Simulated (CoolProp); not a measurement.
Properties of water along the isobar 0.902 MPa.

Computed with CoolProp (reference Helmholtz-energy equation of state, Wagner 2002).

```json
[
 {"T (K)": "310.6", "phase": "liquid", "Z": "0.006333", "speed of sound (m/s)": "1526", "Prandtl number": "4.58"},
 {"T (K)": "332.6", "phase": "liquid", "Z": "0.005973", "speed of sound (m/s)": "1552", "Prandtl number": "3.02"},
 {"T (K)": "354.6", "phase": "liquid", "Z": "0.005675", "speed of sound (m/s)": "1556", "Prandtl number": "2.18"},
 {"T (K)": "376.6", "phase": "liquid", "Z": "0.005427", "speed of sound (m/s)": "1542", "Prandtl number": "1.69"},
 {"T (K)": "398.7", "phase": "liquid", "Z": "0.005221", "speed of sound (m/s)": "1513", "Prandtl number": "1.38"},
 {"T (K)": "420.7", "phase": "liquid", "Z": "0.005052", "speed of sound (m/s)": "1472", "Prandtl number": "1.17"},
 {"T (K)": "442.7", "phase": "liquid", "Z": "0.004916", "speed of sound (m/s)": "1420", "Prandtl number": "1.04"},
 {"T (K)": "464.7", "phase": "gas", "Z": "0.9450", "speed of sound (m/s)": "513.3", "Prandtl number": "1.07"},
 {"T (K)": "486.7", "phase": "gas", "Z": "0.9557", "speed of sound (m/s)": "528.6", "Prandtl number": "1.02"},
 {"T (K)": "508.8", "phase": "gas", "Z": "0.9636", "speed of sound (m/s)": "542.7", "Prandtl number": "0.993"},
 {"T (K)": "530.8", "phase": "gas", "Z": "0.9696", "speed of sound (m/s)": "555.8", "Prandtl number": "0.976"},
 {"T (K)": "552.8", "phase": "gas", "Z": "0.9743", "speed of sound (m/s)": "568.3", "Prandtl number": "0.965"},
 {"T (K)": "574.8", "phase": "gas", "Z": "0.9781", "speed of sound (m/s)": "580.2", "Prandtl number": "0.956"},
 {"T (K)": "596.8", "phase": "gas", "Z": "0.9811", "speed of sound (m/s)": "591.6", "Prandtl number": "0.950"}
]
```

Viscosity comes from a separate model (Huber 2009). Thermal conductivity comes from a separate model (Huber 2012).
